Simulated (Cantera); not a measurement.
An adiabatic, constant-volume homogeneous reactor starts with CH4 : C2H6 : O2 : N2 = 1 : 0.04 : 1.65 : 6.19 (molar parts), equivalence ratio 1.3, at 1248 K and 1.60 bar. Integrator tolerance rtol = 1e-08.

Detailed kinetics in Cantera: GRI-Mech 3.0 (53 species, 325 reactions).

```tsv
quantity	before	after
time of steepest temperature rise	6.60 ms	3.40 ms
temperature at 0.200 s	2904 K	2793 K
equilibrium temperature	2904 K	2793 K
x(CH4) at 0.200 s	<1e-12 (gas-phase equilibrium <1e-12)	<1e-12 (gas-phase equilibrium <1e-12)
x(C2H6) at 0.200 s	<1e-12 (gas-phase equilibrium <1e-12)	<1e-12 (gas-phase equilibrium <1e-12)
x(O2) at 0.200 s	0.00363 (gas-phase equilibrium 0.00363)	0.0355 (gas-phase equilibrium 0.0355)
x(HO2) at 0.200 s	3.06e-6 (gas-phase equilibrium 3.06e-6)	1.20e-5 (gas-phase equilibrium 1.20e-5)
x(CH3) at 0.200 s	2.03e-12 (gas-phase equilibrium 2.45e-12)	<1e-12 (gas-phase equilibrium <1e-12)
x(CO2) at 0.200 s	0.0385 (gas-phase equilibrium 0.0385)	0.0561 (gas-phase equilibrium 0.0561)
```

Q: Which change was made?
(A) initial temperature 1248 to 1523 K
(B) CH4 1 to 0.61 parts
(C) C2H6 0.04 to 0.053 parts
(D) CH4 1 to 1.8 parts

A: B, CH4 1 to 0.61 parts
